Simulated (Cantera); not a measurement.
## Reactions in the system Ca-H-O

Cantera with NASA thermochemical tables; ideal gases at 1 bar, condensed phases pure. Values are per mole of reaction as written; species without (g) are pure solids or liquids, kept so even where they would boil at 1 bar.

2 Ca(OH)2 + O2(g) = 2 CaO + 2 H2O2(g)

| T (K) | ΔH° (kJ) | ΔS° (J/K) | ΔG° (kJ) | log10 K |
|---|---|---|---|---|
| 300 | 429.3 | 173.3 | 377.3 | -65.70 |
| 473 | 422.4 | 155.3 | 349.0 | -38.54 |
| 498 | 421.4 | 153.2 | 345.1 | -36.20 |
| 523 | 420.4 | 151.2 | 341.3 | -34.09 |
| 548 | 419.4 | 149.3 | 337.6 | -32.18 |
| 573 | 418.4 | 147.5 | 333.9 | -30.44 |
| 598 | 417.4 | 145.8 | 330.2 | -28.84 |
| 623 | 416.4 | 144.2 | 326.6 | -27.38 |
| 648 | 415.5 | 142.7 | 323.0 | -26.04 |
| 673 | 414.5 | 141.2 | 319.4 | -24.79 |
| 698 | 413.5 | 139.8 | 315.9 | -23.64 |

CaO + H2O(g) = Ca(OH)2

```json
[
 {"T (K)": "300", "ΔH° (kJ)": "-109.2", "ΔS° (J/K)": "-143.6", "ΔG° (kJ)": "-66.1", "log10 K": "11.51"},
 {"T (K)": "473", "ΔH° (kJ)": "-106.3", "ΔS° (J/K)": "-136.2", "ΔG° (kJ)": "-41.9", "log10 K": "4.63"},
 {"T (K)": "498", "ΔH° (kJ)": "-105.8", "ΔS° (J/K)": "-135.2", "ΔG° (kJ)": "-38.5", "log10 K": "4.04"},
 {"T (K)": "523", "ΔH° (kJ)": "-105.3", "ΔS° (J/K)": "-134.2", "ΔG° (kJ)": "-35.1", "log10 K": "3.51"},
 {"T (K)": "548", "ΔH° (kJ)": "-104.8", "ΔS° (J/K)": "-133.2", "ΔG° (kJ)": "-31.8", "log10 K": "3.03"},
 {"T (K)": "573", "ΔH° (kJ)": "-104.3", "ΔS° (J/K)": "-132.3", "ΔG° (kJ)": "-28.5", "log10 K": "2.60"},
 {"T (K)": "598", "ΔH° (kJ)": "-103.8", "ΔS° (J/K)": "-131.4", "ΔG° (kJ)": "-25.2", "log10 K": "2.20"},
 {"T (K)": "623", "ΔH° (kJ)": "-103.3", "ΔS° (J/K)": "-130.6", "ΔG° (kJ)": "-21.9", "log10 K": "1.84"},
 {"T (K)": "648", "ΔH° (kJ)": "-102.7", "ΔS° (J/K)": "-129.8", "ΔG° (kJ)": "-18.6", "log10 K": "1.50"},
 {"T (K)": "673", "ΔH° (kJ)": "-102.2", "ΔS° (J/K)": "-129.0", "ΔG° (kJ)": "-15.4", "log10 K": "1.20"},
 {"T (K)": "698", "ΔH° (kJ)": "-101.7", "ΔS° (J/K)": "-128.2", "ΔG° (kJ)": "-12.2", "log10 K": "0.91"}
]
```

Ca(g) + O(g) = CaO

```json
[
 {"T (K)": "300", "ΔH° (kJ)": "-1062.1", "ΔS° (J/K)": "-277.7", "ΔG° (kJ)": "-978.8", "log10 K": "170.41"},
 {"T (K)": "473", "ΔH° (kJ)": "-1061.5", "ΔS° (J/K)": "-276.2", "ΔG° (kJ)": "-930.8", "log10 K": "102.79"},
 {"T (K)": "498", "ΔH° (kJ)": "-1061.3", "ΔS° (J/K)": "-275.9", "ΔG° (kJ)": "-923.9", "log10 K": "96.91"},
 {"T (K)": "523", "ΔH° (kJ)": "-1061.1", "ΔS° (J/K)": "-275.5", "ΔG° (kJ)": "-917.0", "log10 K": "91.58"},
 {"T (K)": "548", "ΔH° (kJ)": "-1060.9", "ΔS° (J/K)": "-275.2", "ΔG° (kJ)": "-910.1", "log10 K": "86.75"},
 {"T (K)": "573", "ΔH° (kJ)": "-1060.7", "ΔS° (J/K)": "-274.8", "ΔG° (kJ)": "-903.2", "log10 K": "82.34"},
 {"T (K)": "598", "ΔH° (kJ)": "-1060.5", "ΔS° (J/K)": "-274.5", "ΔG° (kJ)": "-896.4", "log10 K": "78.30"},
 {"T (K)": "623", "ΔH° (kJ)": "-1060.3", "ΔS° (J/K)": "-274.1", "ΔG° (kJ)": "-889.5", "log10 K": "74.58"},
 {"T (K)": "648", "ΔH° (kJ)": "-1060.1", "ΔS° (J/K)": "-273.7", "ΔG° (kJ)": "-882.7", "log10 K": "71.15"},
 {"T (K)": "673", "ΔH° (kJ)": "-1059.8", "ΔS° (J/K)": "-273.4", "ΔG° (kJ)": "-875.8", "log10 K": "67.98"},
 {"T (K)": "698", "ΔH° (kJ)": "-1059.6", "ΔS° (J/K)": "-273.0", "ΔG° (kJ)": "-869.0", "log10 K": "65.03"}
]
```
